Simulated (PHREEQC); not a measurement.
A made-up water analysis in mmol/kgw, 30 °C, pH 4.04, pe 9.9:

```csv
constituent,mmol/kgw
Na,7.2
K,2.14
Ca,1.5
Mg,2.58
Cl,3.68
S(6),7.28
Cd,0.162
Cu(2),0.00232
Al,0.0023
Mn(2),0.414
Pb,0.00642
```

Cl is adjusted to close the charge balance.
Valence states are taken as typed.

All values are PHREEQC results (ion-association model, wateq4f.dat), not measurements.

```json
{
 "ionic_strength": "0.0248 mol/kgw",
 "total_alkalinity": "-0.140 meq/kg"
}
```

| species | molality | activity | log γ |
|---|---|---|---|
| Na+ | 0.00709 | 0.00610 | -0.065 |
| SO4-2 | 0.00569 | 0.00314 | -0.258 |
| Cl- | 0.00423 | 0.00362 | -0.068 |
| K+ | 0.00209 | 0.00179 | -0.068 |
| Mg+2 | 0.00176 | 0.000993 | -0.247 |
| Ca+2 | 0.00110 | 0.000614 | -0.253 |
| MgSO4 | 0.000825 | 0.000830 | 0.002 |
| CaSO4 | 0.000400 | 0.000403 | 0.002 |
| Mn+2 | 0.000306 | 0.000173 | -0.247 |
| NaSO4- | 0.000115 | 9.90e-5 | -0.063 |
| MnSO4 | 0.000106 | 0.000106 | 0.002 |
| H+ | 0.000104 | 9.12e-5 | -0.055 |
| Cd+2 | 9.20e-5 | 5.00e-5 | -0.265 |
| KSO4- | 4.97e-5 | 4.30e-5 | -0.063 |

Precipitation was switched off in this run.
